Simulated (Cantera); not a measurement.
Input: 1 mol Si3N4, 4.3 mol CO2, 610 mol N2, equilibrated at 5.30e-5 bar.

Equilibrium computed with Cantera from the NASA thermochemical tables; the gas is ideal and each condensed phase is pure. Candidate condensed phases: C, Si, SiC, SiO2, Si2N2O, Si3N4; 34 gas species. The tables hold silica as quartz up to 1696 K and as liquid above; real silica turns to tridymite and cristobalite and melts near 1996 K. Rates play no part. All values below are at 1573 K.

Base state: N2 0.990, CO 0.00676, SiO 0.00294, CO2 0.000192 (mole fractions); condensed: SiO2(β-quartz).

### Question
What changes in the equilibrium state with this change: CO2 from 4.3 to 0.76 mol?

### Answer
```
species                before    after
-------------------  --------  -------
N2                      0.990    0.996
SiO                   0.00294  0.00239
Si                      <1e-9  0.00104
CO                    0.00676  8.34e-5
CO2                  0.000192    <1e-9
Si2N                    <1e-9  1.17e-5
SiO2(β-quartz), mol      1.18        0
Si(s), mol                  0    0.161
SiC(s), mol                 0    0.707
```
Mutual solubility and eutectic melting of coexisting phases are not modelled.
